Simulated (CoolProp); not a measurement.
Vapour pressure (bar) of CF4 (R14): the reference equation beside estimates from Tc = 227.4 K, pc = 37.62 bar, ω = 0.178.

Computed with CoolProp (reference Helmholtz-energy equation of state, Platzer 1990). This equation is an older, rougher fit; its heat capacities, sound speeds and derivatives of the liquid may be far off and weren't checked against measurements.

```tsv
T (K)	reference	Lee-Kesler	Redlich-Kwong
140.1	0.7024	0.6972	1.012
148.3	1.262	1.263	1.757
156.5	2.117	2.131	2.846
164.6	3.338	3.372	4.338
172.8	5.050	5.110	6.344
181	7.344	7.431	8.926
189.2	10.33	10.44	12.15
197.3	14.08	14.20	16.05
205.5	18.81	18.94	20.76
213.7	24.65	24.78	26.32
221.9	31.82	31.94	32.77
```

Absolute difference from the reference over all 11 rows, mean and median: Lee-Kesler 0.8 and 0.7 %, Redlich-Kwong 22.4 and 21.5 %.
